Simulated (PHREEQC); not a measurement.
**Acid mine or pickling water: an equilibrium model**

A made-up water analysis in mmol/kgw, 25 °C, pH 2.57, pe 11.4:

```csv
constituent,mmol/kgw
Na,16.8
K,1.47
Ca,2.32
Mg,3.02
Cl,10
S(6),12
Cu(2),0.00845
Ni,0.206
Fe(3),0.0157
```

Cl is adjusted to close the charge balance.
Valence states are taken as typed.

Model: ion-association model, wateq4f.dat, run in PHREEQC.

Precipitation was switched off in this run.

Task: Predict the ionic strength.

Result: ionic strength 0.0410 mol/kgw.

Task: In which forms is S present?

Result: SO4-2 71 %, HSO4- 11 %, MgSO4 8.3 %, CaSO4 5.6 %, NaSO4- 2.9 % of the S.

Examples of supersaturated solids here: Hematite (slow to form), Goethite (slow to form). Others may be too.
